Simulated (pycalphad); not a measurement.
CALPHAD calculation (pycalphad, COST 507 light-alloy database (1999)), 1 atm. These are 1990s assessments: newer ones move some temperatures and phases. Phase fractions are per mole of atoms.

### Question
Give the equilibrium state of Si-4.03Al (at.%) at 875 K.

### Answer
DIAMOND_A4, fraction 0.953, with <0.01 Al at.%; LIQUID, fraction 0.047, with 86.4 Al at.%.

### Question
Give the equilibrium state of Si-4.03Al (at.%) at 800 K.

### Answer
```
T = 800.00 K, P = 101325 Pa, N = 1 mol of atoms
G = -21829 J/mol, H = 11874 J/mol, S = 42.13 J/(mol K)  (SER reference)
chemical potentials (J/mol): Si -21475, Al -30239
phase             fraction      x(Si)      x(Al)
DIAMOND_A4          0.9593     1.0000    3.3e-07
FCC_A1              0.0407     0.0098     0.9902
```

FCC_A1 is fcc; DIAMOND_A4 is diamond (Si).
